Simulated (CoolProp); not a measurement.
500 sccm (0 °C, 1 atm) of nitrogen bubbles through liquid toluene at 316.6 K and leaves saturated at a total pressure of 0.15 MPa (ideal gas phase). Each further row changes one setting.

The numbers come from the reference Helmholtz-energy equation of state, Lemmon 2006 in CoolProp. It is a short technical equation, of lower accuracy than the large ones.

```csv
case,vapour pressure (kPa),mole fraction of vapour,delivery (mg/min),delivery (sccm),change of delivery for a bath 1 K warmer (%)
as stated,9.23,0.0615,135,32.8,4.9
bath temperature 321.6 K,11.5,0.0767,171,41.5,4.8
total pressure 0.3 MPa,9.23,0.0308,65.2,15.9,4.7
```
